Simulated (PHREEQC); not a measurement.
Dissolve 0.17 mol/kgw NaH2PO4, 0.0029 mol/kgw HF and 0.0019 mol/kgw NiSO4 at 25 °C. Closed to the air; pH follows from the charge balance.

The numbers come from PHREEQC with the ion-association model, wateq4f.dat.

This is a speciation only: nothing precipitates in the calculation.

Q: Order these S species by the share of S that they hold, largest first: SO4-2, HSO4-, NaSO4-, NiSO4.

A: SO4-2 (77 %), NaSO4- (20 %), NiSO4 (2.6 %), HSO4- (0.44 %)

The pH is 3.84 and the ionic strength 0.177 mol/kgw. H3PO4, which wateq4f.dat lacks, is added to it with the constant of phreeqc.dat. The database has no phosphate complexes of Ni.
